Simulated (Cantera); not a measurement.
A perfectly stirred reactor is fed with NH₃ : N₂ = 1 : 1.4 (molar parts), at 1.80 bar; it is held at 1723 K, and followed from long to short residence time.

Model: the gas-phase N/H chemistry of the illustrative SiF4/NH3 mechanism in the Surface Chemkin manual (1991), integrated in Cantera. Walls and surfaces, which speed up NH3 decomposition in real reactors, are not modelled.

Question: Predict: x(NH₃) at τ = 2.70 s; x(N₂H₂) at τ = 2.70 s; x(H) at τ = 2.70 s; x(N) at τ = 2.70 s; x(N₂H₄) at τ = 2.70 s; x(NH₃) at τ = 58.0 ms; x(N₂H₂) at τ = 58.0 ms; x(H) at τ = 58.0 ms; x(N) at τ = 58.0 ms; x(N₂H₄) at τ = 58.0 ms.

Answer: x(NH₃) at τ = 2.70 s: 0.123
x(N₂H₂) at τ = 2.70 s: 6.56e-8
x(H) at τ = 2.70 s: 5.34e-5
x(N) at τ = 2.70 s: 2.43e-8
x(N₂H₄) at τ = 2.70 s: 3.41e-8
x(NH₃) at τ = 58.0 ms: 0.380
x(N₂H₂) at τ = 58.0 ms: 4.62e-7
x(H) at τ = 58.0 ms: 5.86e-6
x(N) at τ = 58.0 ms: 2.17e-8
x(N₂H₄) at τ = 58.0 ms: 2.42e-7
